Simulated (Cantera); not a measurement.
A closed system holds: 1 mol Pb, 1.2 mol H2S, a varied amount of H2, at 900 °C and 2930 Torr.

These are equilibrium values from Cantera (NASA tables, ideal gas, pure condensed phases), not measurements of a reactor. Candidate condensed phases: Pb, PbS, S; 10 gas species. Mutual solubility and eutectic melting of coexisting phases are not modelled. The numbers say what is thermodynamically allowed, not how fast it happens.

Task: Which condensed phases are stable at each of these points (n(H2) (mol)): 4.6, 6, 7.8, 10, 13, 17, 23, 30, 39?

Result: 
| n(H2) (mol) | condensed phases | Pb condensed (%) |
|---|---|---|
| 4.6 | Pb(l) + PbS(s) | 99.3 |
| 6 | Pb(l) + PbS(s) | 99.2 |
| 7.8 | Pb(l) + PbS(s) | 98.9 |
| 10 | Pb(l) + PbS(s) | 98.7 |
| 13 | Pb(l) + PbS(s) | 98.3 |
| 17 | Pb(l) + PbS(s) | 97.9 |
| 23 | Pb(l) | 97.6 |
| 30 | Pb(l) | 97.6 |
| 39 | Pb(l) | 97.5 |

From 4.6 mol H2 to 17 mol H2 the condensed part is Pb(l) + PbS(s). From 23 mol H2 to 39 mol H2 the condensed part is Pb(l).
